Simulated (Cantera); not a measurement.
Ignition delay

Mixture: 6.90 % CH4, 0.297 % C2H6, 2.55 % C3H8, 18.4 % O2, 71.8 % N2, equivalence ratio 1.5, at 8.30 bar, adiabatic and at constant volume. Ignition delay is the time to a rise of 400 K.

Computed with Cantera and GRI-Mech 3.0 (53 species, 325 reactions). GRI-Mech 3.0 was tuned for natural gas; its chemistry of propane as a main component is partial and can be far from experiment.

```csv
T0 (K),delay (ms)
1123,6.91
1173,3.09
1223,1.37
1273,0.619
1323,0.291
1373,0.144
1423,0.0753
1473,0.0420
1523,0.0248
1573,0.0155
```

| Quantity | Result |
|---|---|
| apparent activation energy between 1473 and 1573 K | 190 kJ/mol |
